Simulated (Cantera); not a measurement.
A perfectly stirred reactor is fed with 87.0 % NH₃, 13.0 % H₂, at 0.0170 bar; it is held at 2250 K, and followed from long to short residence time.

Detailed kinetics in Cantera: the gas-phase N/H chemistry of the illustrative SiF4/NH3 mechanism in the Surface Chemkin manual (1991). Walls and surfaces, which speed up NH3 decomposition in real reactors, are not modelled.

### Question
Predict: x(NH₃) at τ = 8.50 s; x(H₂) at τ = 8.50 s; x(NH₂) at τ = 8.50 s; x(N₂) at τ = 8.50 s; x(NH₃) at τ = 0.160 s; x(H₂) at τ = 0.160 s; x(NH₂) at τ = 0.160 s; x(N₂) at τ = 0.160 s; x(N₂H₄) at τ = 0.160 s.

### Answer
```json
{
 "x(NH₃) at τ = 8.50 s": "0.00590",
 "x(H₂) at τ = 8.50 s": "0.758",
 "x(NH₂) at τ = 8.50 s": "0.000140",
 "x(N₂) at τ = 8.50 s": "0.230",
 "x(NH₃) at τ = 0.160 s": "0.322",
 "x(H₂) at τ = 0.160 s": "0.530",
 "x(NH₂) at τ = 0.160 s": "0.00192",
 "x(N₂) at τ = 0.160 s": "0.146",
 "x(N₂H₄) at τ = 0.160 s": "4.81e-9"
}
```
